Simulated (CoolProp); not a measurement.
Octamethyltrisiloxane (MDM) along the isobar 101 kPa: Z from the reference equation and from simpler models built on Tc = 565.4 K, pc = 1438 kPa, ω = 0.528; each cubic takes its own stable root.

Model: reference Helmholtz-energy equation of state, Thol 2017, in CoolProp.

| T (K) | phase | reference | Redlich-Kwong | Peng-Robinson |
|---|---|---|---|---|
| 317.9 | liquid | 0.01136 | 0.01337 | 0.01122 |
| 346.4 | liquid | 0.01083 | 0.01276 | 0.01060 |
| 375 | liquid | 0.01043 | 0.01233 | 0.01014 |
| 403.6 | liquid | 0.01014 | 0.9353 | 0.009825 |
| 432.1 | gas | 0.9304 | 0.9469 | 0.9322 |
| 460.7 | gas | 0.9463 | 0.9559 | 0.9451 |
| 489.3 | gas | 0.9578 | 0.9629 | 0.9552 |
| 517.9 | gas | 0.9663 | 0.9686 | 0.9631 |
| 546.4 | gas | 0.9727 | 0.9731 | 0.9695 |
| 575 | gas | 0.9777 | 0.9769 | 0.9746 |

At some of these states Redlich-Kwong gives the other phase, because its saturation line lies elsewhere.
